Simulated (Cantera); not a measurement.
An isothermal, constant-pressure homogeneous reactor starts with CH₄ : H₂ = 1 : 22 (molar parts), at 1450 K and 1.10 bar. Integrator tolerance rtol = 1e-08.

Computed with Cantera and GRI-Mech 3.0 (53 species, 325 reactions). GRI-Mech 3.0 stops at C3 and has no aromatics, soot or wall deposition, so with more carbon than oxygen in the feed, carbon stays in small species such as C2H2 where larger ones or solid carbon would form.

Problem. What does this change do: pressure from 1.10 bar to 0.0133 bar?

Solution. 
| quantity | before | after |
|---|---|---|
| x(CH₄) at 7.00 s | 0.0412 (gas-phase equilibrium 0.0412) | 0.0413 (gas-phase equilibrium 0.00266) |
| x(H₂) at 7.00 s | 0.958 (gas-phase equilibrium 0.958) | 0.958 (gas-phase equilibrium 0.978) |
| x(C₂H₆) at 7.00 s | 4.90e-6 (gas-phase equilibrium 4.90e-6) | 1.43e-6 (gas-phase equilibrium 2.00e-8) |
| x(C₂H₂) at 7.00 s | 0.000729 (gas-phase equilibrium 0.000730) | 0.000983 (gas-phase equilibrium 0.0194) |
| x(C₂H) at 7.00 s | 9.24e-12 (gas-phase equilibrium 9.25e-12) | 8.57e-11 (gas-phase equilibrium 2.22e-9) |
| x(H) at 7.00 s | 8.88e-6 (gas-phase equilibrium 8.88e-6) | 6.11e-5 (gas-phase equilibrium 8.15e-5) |
| x(CH₃) at 7.00 s | 7.69e-6 (gas-phase equilibrium 7.69e-6) | 5.30e-5 (gas-phase equilibrium 4.46e-6) |
Radical loss at walls, strong at low pressure, is not modelled.
